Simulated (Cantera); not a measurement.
Input: 1 mol PbO, 1.4 mol CH₄, 7.8 mol N₂, at 2302 °C and 0.133 bar.

These are equilibrium values from Cantera (NASA tables, ideal gas, pure condensed phases), not measurements of a reactor. Candidate condensed phases: C, C₆H₆, C₇H₈, C₈H₁₈, H₂O, Pb, PbO, PbO₂, Pb₃O₄; 139 gas species. Rates play no part.

What is the equilibrium state?


| Quantity | Value |
|---|---|
| x(N₂) | 0.593 |
| x(H₂) | 0.182 |
| x(CO) | 0.0777 |
| x(Pb) | 0.0777 |
| x(H) | 0.0405 |
| x(HCN) | 0.0237 |
| x(HNC) | 0.00301 |
| x(C₂H₂ (acetylene)) | 0.00192 |
| x(CN) | 0.000337 |
| gas amount | 12.86 mol |
| log10 activity of C(graphite) (absent) | -0.07 |
| log10 activity of Pb(l) (absent) | -2.97 |
